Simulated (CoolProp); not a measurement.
R1224YDZ at several states: Z from the reference equation and from simpler models built on Tc = 155.5 °C, pc = 3334 kPa, ω = 0.325; each cubic takes its own stable root.

Model: reference Helmholtz-energy equation of state, Akasaka 2023, in CoolProp.

| T (°C) | p (kPa) | phase | reference |
|---|---|---|---|
| -106.15 | 17.3 | liquid | 0.001099 |
| -91.55 | 14300 | liquid | 0.8444 |
| -54.05 | 17600 | liquid | 0.9043 |
| 166.25 | 32.9 | gas | 0.9969 |

Problem. How far does each simpler model (van der Waals, Redlich-Kwong, Soave-Redlich-Kwong, Peng-Robinson) lie from the reference over these 4 states: mean and median of the absolute difference, and the worst?

Solution. 
- van der Waals: mean 52.7 %, median 67.9 %, worst +74.8 % at -106.15 °C and 17.3 kPa
- Redlich-Kwong: mean 12.0 %, median 15.4 %, worst +17.2 % at -106.15 °C and 17.3 kPa
- Soave-Redlich-Kwong: mean 10.5 %, median 13.4 %, worst +15.2 % at -106.15 °C and 17.3 kPa
- Peng-Robinson: mean 1.3 %, median 1.2 %, worst +2.8 % at -106.15 °C and 17.3 kPa
